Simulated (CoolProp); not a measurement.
Vapour-liquid equilibrium of R22 (1) + R142b (2) at 0.202 MPa; x and y are mole fractions of (1).

Computed with CoolProp (multi-fluid Helmholtz-energy mixture model, Kamei 1995 and Lemmon 2006; pair parameters Bell 2016).

Question: Give the bubble temperature and the first vapour's composition at x = 0.2, 0.8, 0.95. Is there an azeotrope?

Answer: x = 0.2: 272.2 K, y = 0.432; x = 0.8: 252.8 K, y = 0.937; x = 0.95: 249.3 K, y = 0.987. No azeotrope shows between x = 0.05 and 0.95.

The pair parameters rest on a limited set of measurements; away from them the model extrapolates.
